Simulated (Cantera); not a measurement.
Charge: 1 mol TiO2, 0.78 mol C, 15 mol H2, held at 2098.15 K and 0.133 bar.

Method: chemical equilibrium by Gibbs-energy minimisation in Cantera with the NASA 1993 tables (ideal gas, pure condensed phases). Candidate condensed phases: C, C6H6, C7H8, C8H18, H2O, Ti, TiC, TiO, TiO2, Ti2O3, Ti3O5, Ti4O7; 113 gas species. Mutual solubility and eutectic melting of coexisting phases are not modelled. TiO: taken at fixed stoichiometry. Rates play no part.

Base state: H2 0.942, CO 0.0492, H 0.00819, H2O 0.000576, TiO 2.28e-5 (mole fractions); condensed: TiO(l) + Ti2O3(s).

Task: What changes in the equilibrium state with this change: C from 0.78 to 5.9 mol?

Result: 
```tsv
species	before	after
H2	0.942	0.874
CO	0.0492	0.117
H	0.00819	0.00788
C2H2 (acetylene)	1.01e-9	0.00125
TiO	2.28e-5	1.29e-9
CH4	3.40e-8	3.37e-5
H2O	0.000576	1.10e-6
TiO(l), mol	0.578	0
Ti2O3(s), mol	0.211	0
C(graphite), mol	0	2.86
TiC(s), mol	0	1.000
```
TiC: taken at fixed stoichiometry.

Task: What changes in the equilibrium state with this change: pressure from 0.133 bar to 13.3 mbar?

Result: 
```
species          before     after
-------------  --------  --------
H2                0.942     0.925
CO               0.0492    0.0488
H               0.00819    0.0257
TiO             2.28e-5  0.000228
Ti              1.27e-6   1.27e-5
H2O            0.000576  0.000565
TiO(l), mol       0.578     0.574
Ti2O3(s), mol     0.211     0.211
```

Task: What changes in the equilibrium state with this change: C from 0.78 to 0.33 mol?

Result: 
```csv
species,before,after
H2,0.942,0.967
CO,0.0492,0.0214
H,0.00819,0.00830
H2O,0.000576,0.00278
TiO,2.28e-5,1.05e-5
CO2,6.10e-6,1.25e-5
"TiO(l), mol",0.578,0
"Ti2O3(s), mol",0.211,0.119
"Ti3O5(l), mol",0,0.254
```
